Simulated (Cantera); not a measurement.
**Equilibrium for chemical vapour transport: Fe₃O₄ + Cl₂ + N₂**

Feed: 1 mol Fe₃O₄, 1.2 mol Cl₂, 0.04 mol N₂, held at 10.0 mbar.

These are equilibrium values from Cantera (NASA tables, ideal gas, pure condensed phases), not measurements of a reactor. Candidate condensed phases: Fe, FeCl₂, FeCl₃, FeO, Fe₂O₃, Fe₃O₄; 19 gas species. Condensed phases not in the tables: FeOCl. Equilibrium is a limit: real reactors are often held back by kinetics, nucleation or transport.

```tsv
T (K)	x Cl₂	x FeCl₂	x O₂	x FeCl₃	x Fe₂Cl₆	x Cl	x N₂	n Fe₂O₃(s)	n Fe₃O₄(s)
700	0.743	1.02e-5	1.49e-6	0.0744	0.140	5.70e-6	0.0425	1.33	0
800	0.689	0.000330	2.46e-5	0.214	0.0569	7.76e-5	0.0394	1.33	0
900	0.658	0.00291	0.000416	0.290	0.0103	0.000600	0.0376	1.33	0
1000	0.642	0.0133	0.00520	0.298	0.00175	0.00311	0.0370	1.33	0
1100	0.575	0.0466	0.0344	0.297	0.000394	0.0115	0.0358	1.31	0
1200	0.411	0.140	0.108	0.277	0.000101	0.0303	0.0327	1.24	0
1300	0.212	0.312	0.202	0.189	1.71e-5	0.0571	0.0278	1.14	0
1400	0.0762	0.471	0.267	0.0826	1.38e-6	0.0785	0.0236	1.03	0
1500	0.0243	0.493	0.346	0.0260	6.54e-8	0.0911	0.0199	0	0.655
```
x: gas mole fraction; n: condensed amount in mol.

From 700 K to 1400 K the condensed part is Fe₂O₃(s). At 1500 K the condensed part is Fe₃O₄(s). The main Fe-bearing gas is Fe₂Cl₆ at 700 K and FeCl₂ at 1500 K.
